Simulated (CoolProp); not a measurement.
A closed Brayton cycle with carbon dioxide: compressor inlet 305.15 K and 8.5 MPa, high pressure 19.2 MPa, turbine inlet 665 K, compressor efficiency 0.85, turbine efficiency 0.9, recuperator effectiveness 0.95 (on enthalpy, no pinch check). Each further row changes one setting.

Values from CoolProp's reference Helmholtz-energy equation of state, Span 1996.

```
case                           thermal efficiency (%)  net work (kJ/kg)  compressor to turbine work  compressor exit (K)  turbine exit (K)
-----------------------------  ----------------------  ----------------  --------------------------  -------------------  ----------------
as stated                                        29.7              67.1                        0.20                325.0             578.2
turbine inlet 615 K                               ___              59.1                        0.22                325.0             531.5
compressor inlet 315.15 K                         ___               ___                         ___                  ___             578.2
high pressure 16.3 MPa                           27.7               ___                        0.18                320.4             595.4
recuperator effectiveness 0.5                    18.0              67.1                        0.20                325.0             578.2
```

### Question
Complete the blanks.

### Answer

- turbine inlet 615 K, thermal efficiency (%): 27.5
- compressor inlet 315.15 K, thermal efficiency (%): 28.8
- compressor inlet 315.15 K, net work (kJ/kg): 53.1
- compressor inlet 315.15 K, compressor to turbine work: 0.37
- compressor inlet 315.15 K, compressor exit (K): 370.4
- high pressure 16.3 MPa, net work (kJ/kg): 55.9
